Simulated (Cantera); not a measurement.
# Stirred combustor or abatement burner

A perfectly stirred reactor is fed with CH3OH : O2 : N2 = 1 : 0.938 : 3.52 (molar parts), at 3450 Torr; it is adiabatic with a 575 K inlet, and is followed from long to short residence time, starting on the burning branch (τ in s: 0.12, 0.034, 0.0094, 0.0026, 0.00071, 0.0002, 5.4e-05, 1.5e-05, 4.1e-06).

Computed with Cantera and GRI-Mech 3.0 (53 species, 325 reactions). GRI-Mech 3.0 was tuned for natural gas; its chemistry of methanol as a main component is partial and can be far from experiment.

```tsv
τ (s)	T (K)	x CH3OH	x O2	x H2O	x NO2	x C2H	x C2H4	x CH2O
0.12	2095	9.75e-7	2.60e-5	0.229	1.94e-10	2.04e-11	1.30e-9	1.01e-6
0.034	2092	2.28e-6	5.95e-5	0.229	3.16e-10	4.17e-11	2.23e-9	2.26e-6
0.0094	2085	4.95e-6	0.000130	0.229	5.79e-10	7.82e-11	3.48e-9	4.75e-6
0.0026	2073	1.08e-5	0.000291	0.228	1.16e-9	2.35e-10	8.94e-9	1.01e-5
0.00071	2053	2.56e-5	0.000689	0.226	2.18e-9	1.14e-9	3.81e-8	2.33e-5
0.00020	2024	6.71e-5	0.00171	0.224	3.26e-9	6.37e-9	2.19e-7	5.90e-5
5.4e-5	1971	0.000233	0.00524	0.222	3.88e-9	3.08e-8	1.91e-6	0.000197
1.5e-5	575	0.183	0.172	<1e-12	<1e-12	<1e-12	<1e-12	<1e-12
4.1e-6	575	0.183	0.172	<1e-12	<1e-12	<1e-12	<1e-12	<1e-12
```
x: mole fraction; the columns are a selection and need not sum to one.
